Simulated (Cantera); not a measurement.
# Adiabatic ignition

An adiabatic, constant-pressure homogeneous reactor starts with 5.43 % CH₄, 0.337 % C₂H₆, 18.8 % O₂, 70.6 % N₂, 4.78 % H₂O, at 1650 K and 760 Torr.

Cantera simulation using GRI-Mech 3.0 (53 species, 325 reactions); the numbers are that mechanism's predictions, not measurements.

| t (s) | T (K) | x CH₄ | x C₂H₆ | x O₂ | x CH₂ | x CH₂CO | x CH₃ | x HCO |
|---|---|---|---|---|---|---|---|---|
| 1.00e-6 | 1650 | 0.0543 | 0.00335 | 0.188 | 1.04e-10 | <1e-12 | 4.31e-5 | 9.07e-12 |
| 4.44e-6 | 1649 | 0.0543 | 0.00327 | 0.188 | 2.99e-9 | 2.69e-10 | 0.000191 | 4.42e-10 |
| 1.97e-5 | 1647 | 0.0540 | 0.00293 | 0.188 | 8.82e-8 | 2.63e-7 | 0.000822 | 4.87e-8 |
| 8.77e-5 | 1758 | 0.0342 | 0.000965 | 0.167 | 9.28e-6 | 0.000467 | 0.00320 | 2.32e-5 |
| 0.000390 | 2575 | <1e-12 | <1e-12 | 0.0679 | <1e-12 | <1e-12 | <1e-12 | 4.93e-9 |
| 0.00173 | 2597 | <1e-12 | <1e-12 | 0.0663 | <1e-12 | <1e-12 | <1e-12 | 3.97e-9 |
| 0.00770 | 2589 | <1e-12 | <1e-12 | 0.0631 | <1e-12 | <1e-12 | <1e-12 | 3.80e-9 |
| 0.0342 | 2585 | <1e-12 | <1e-12 | 0.0616 | <1e-12 | <1e-12 | <1e-12 | 3.73e-9 |
| 0.152 | 2585 | <1e-12 | <1e-12 | 0.0616 | <1e-12 | <1e-12 | <1e-12 | 3.73e-9 |
| 0.675 | 2585 | <1e-12 | <1e-12 | 0.0616 | <1e-12 | <1e-12 | <1e-12 | 3.73e-9 |
| 3.00 | 2585 | <1e-12 | <1e-12 | 0.0616 | <1e-12 | <1e-12 | <1e-12 | 3.73e-9 |
x: mole fraction; the columns are a selection and need not sum to one.

```
Quantity                                                          Result
---------------------------------  -------------------------------------
time of steepest temperature rise                               0.104 ms
temperature at 3.00 s                                             2585 K
equilibrium temperature                                           2585 K
x(CH₄) at 3.00 s                   <1e-12 (gas-phase equilibrium <1e-12)
x(C₂H₆) at 3.00 s                  <1e-12 (gas-phase equilibrium <1e-12)
x(O₂) at 3.00 s                    0.0616 (gas-phase equilibrium 0.0616)
```
